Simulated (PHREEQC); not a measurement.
Consider water at 25 °C with 0.066 mol H2SO4, 0.041 mol CaCl2 and 0.29 mol KBr per kg of water. Closed to the air; pH follows from the charge balance.

Model: ion-association model, phreeqc.dat, run in PHREEQC.

Q: The ionic strength comes out as 0.497 mol/kgw. What activity coefficients do KSO4-, Ca+2, Cl-, HSO4-, K+ get?

A: KSO4- 0.69, Ca+2 0.26, Cl- 0.65, HSO4- 0.73, K+ 0.64.

Precipitation was switched off in this run.
